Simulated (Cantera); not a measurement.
An adiabatic, constant-pressure homogeneous reactor starts with 10.6 % H₂, 6.97 % O₂, 69.7 % N₂, 12.7 % H₂O, equivalence ratio 0.76, at 1775 K and 0.730 bar.

Model: the H2/O2 subset of GRI-Mech 3.0, which has no nitrogen chemistry, integrated in Cantera.

One state of this run: T (K) = 2379; x H₂ = 0.00649; x O₂ = 0.0183; x H₂O = 0.233; x H₂O₂ = 1.44e-7; x HO₂ = 2.32e-6; x OH = 0.00873; x O = 0.00123. x: mole fraction; the columns are a selection and need not sum to one.

**Question.** Which value of t (s) does it belong to?
A) 1.68e-5
B) 5.62e-5
C) 0.000633
D) 0.00711

**Answer.** D, 0.00711
